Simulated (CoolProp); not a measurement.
Acetone along the isotherm 550 K: density (kg/m³) from the reference equation and from simpler models built on Tc = 508.1 K, pc = 4692 kPa, ω = 0.307; each cubic takes its own stable root.

Computed with CoolProp (reference Helmholtz-energy equation of state, Lemmon 2006). It is a short technical equation, of lower accuracy than the large ones.

```
p (kPa)          phase  reference
-------  -------------  ---------
37.1               gas     0.4723
57.8               gas     0.7368
89.9               gas      1.148
140                gas      1.794
218                gas      2.808
340                gas      4.415
529                gas      6.956
823                gas      11.04
1280               gas      17.75
2000               gas      29.32
3110               gas      50.28
4840     supercritical      95.35
7530     supercritical      255.4
11700    supercritical      422.9
```

Question: How far does each simpler model (ideal gas, Redlich-Kwong, Soave-Redlich-Kwong, Peng-Robinson) lie from the reference over these 14 states: mean and median of the absolute difference, and the worst?

Answer: 
- ideal gas: mean 15.8 %, median 4.4 %, worst -64.9 % at 550 K and 11700 kPa
- Redlich-Kwong: mean 2.6 %, median 0.4 %, worst -22.0 % at 550 K and 11700 kPa
- Soave-Redlich-Kwong: mean 4.3 %, median 0.6 %, worst -26.2 % at 550 K and 11700 kPa
- Peng-Robinson: mean 2.7 %, median 0.1 %, worst -19.4 % at 550 K and 11700 kPa
